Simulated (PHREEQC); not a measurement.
## Leach liquor: an equilibrium model

Make-up at 25 °C: 20 mmol/kgw HCl, 140 mmol/kgw FeSO4 and 4.5 mmol/kgw MnSO4. Closed to the air; pH follows from the charge balance.

The numbers come from PHREEQC with the ion-association model, phreeqc.dat.

No solid was allowed to form.

Question: Estimate the pH.

Answer: pH 2.31.

Question: In which forms is Fe present?

Answer: Fe+2 54 %, FeSO4 43 %, FeHSO4+ 2.0 % of the Fe.
